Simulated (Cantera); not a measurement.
Feed: 1 mol SiC, 0.15 mol N2O, 830 mol H2, held at 1823 K and 1330 Pa.

These are equilibrium values from Cantera (NASA tables, ideal gas, pure condensed phases), not measurements of a reactor. Candidate condensed phases: C, C6H6, C7H8, C8H18, H2O, Si, SiC, SiO2, Si2N2O, Si3N4; 151 gas species. Rates play no part.

Base state: H2 0.996, H 0.00374, N2 0.000175, CO 0.000127, Si 7.43e-5, SiO 5.31e-5, HCN 1.08e-5 (mole fractions); condensed: SiC(s).

Problem. What changes in the equilibrium state with this change: SiC replaced by Si?

Solution. 
```
species        before     after
-----------  --------  --------
H2              0.996     0.995
H             0.00374   0.00374
Si            7.43e-5  0.000332
CO           0.000127         0
HCN           1.08e-5         0
SiH           9.15e-6   4.08e-5
SiC(s), mol     0.878         0
Si(l), mol          0     0.505
```
Gases not in the tables: Si2H6 and higher silanes.

Problem. What changes in the equilibrium state with this change: H2 from 830 to 5.9 mol?

Solution. 
```json
[
 {"species": "H2", "before": "0.996", "after": "0.948"},
 {"species": "N2", "before": "0.000175", "after": "0.0241"},
 {"species": "CO", "before": "0.000127", "after": "0.0121"},
 {"species": "SiO", "before": "5.31e-5", "after": "0.0120"},
 {"species": "HCN", "before": "1.08e-5", "after": "8.00e-5"},
 {"species": "Si", "before": "7.43e-5", "after": "0.000115"},
 {"species": "SiH", "before": "9.15e-6", "after": "1.38e-5"},
 {"species": "SiH2", "before": "7.84e-6", "after": "1.15e-5"},
 {"species": "SiC(s), mol", "before": "0.878", "after": "0.924"}
]
```
Gases not in the tables: Si2H6 and higher silanes.
